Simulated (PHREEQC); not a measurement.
Solution (15 °C and 100 atm): 0.00098 mol Pb(NO3)2, 0.0182 mol NaCl and 0.014 mol Zn(NO3)2 per kg of water. It is in equilibrium with CO2 at log p = 0 (atm). Otherwise closed; pH follows from the charge balance.

All values are PHREEQC results (ion-association model, phreeqc.dat), not measurements.

The pH comes out as 3.73 and the ionic strength comes out as 0.0621 mol/kgw. The specific conductance is 3950 µS/cm and the density comes out as 1.007 g/cm³.

| species | molality | activity | log γ |
|---|---|---|---|
| CO2 | 0.0388 | 0.0393 | 0.006 |
| NO3- | 0.0298 | 0.0237 | -0.100 |
| Na+ | 0.0182 | 0.0149 | -0.088 |
| Cl- | 0.0178 | 0.0143 | -0.095 |
| Zn+2 | 0.0137 | 0.00607 | -0.354 |
| Pb+2 | 0.000664 | 0.000289 | -0.361 |

This is a speciation only: nothing precipitates in the calculation. Complexes and solids missing from the database can't appear. Under pressure, the constants of complexes without a molar volume in the database are unreliable.
